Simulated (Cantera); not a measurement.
Feed: 1 mol Al, 13 mol CO2, 88 mol N2, 0.59 mol NH3, at 2000 K and 10.0 mbar.

Cantera equilibrium calculation (NASA polynomials, part measured and part estimated; ideal gas, pure solids and liquids). Candidate condensed phases: Al, AlN, Al2O3, C, C6H6, C7H8, C8H18, H2O; 148 gas species. The numbers say what is thermodynamically allowed, not how fast it happens.

Base state: N2 0.861, CO2 0.0985, CO 0.0283, H2O 0.00769, O2 0.00213, NO 0.000806, OH 0.000569, H2 0.000481 (mole fractions); condensed: Al2O3(s).

**Question.** What changes in the equilibrium state with this change: NH3 from 0.59 to 0.17 mol?

**Answer.** 
| species | before | after |
|---|---|---|
| N2 | 0.861 | 0.865 |
| CO2 | 0.0985 | 0.103 |
| CO | 0.0283 | 0.0247 |
| H2O | 0.00769 | 0.00214 |
| H2 | 0.000481 | 0.000112 |
| H | 0.000357 | 0.000172 |
| OH | 0.000569 | 0.000329 |
| O2 | 0.00213 | 0.00306 |
| Al2O3(s), mol | 0.500 | 0.500 |

**Question.** What changes in the equilibrium state with this change: pressure from 10.0 mbar to 28.0 bar?

**Answer.** 
```tsv
species	before	after
N2	0.861	0.864
CO2	0.0985	0.104
CO	0.0283	0.0230
O	0.000309	1.43e-7
O2	0.00213	1.29e-6
H	0.000357	6.12e-6
Al2O3(s), mol	0.500	0.500
```
Gases not in the tables: Al(OH)3.

**Question.** What changes in the equilibrium state with this change: pressure from 10.0 mbar to 15.0 mbar?

**Answer.** 
```csv
species,before,after
N2,0.861,0.862
CO2,0.0985,0.0999
CO,0.0283,0.0270
O,0.000309,0.000218
O2,0.00213,0.00159
H,0.000357,0.000285
"Al2O3(s), mol",0.500,0.500
```
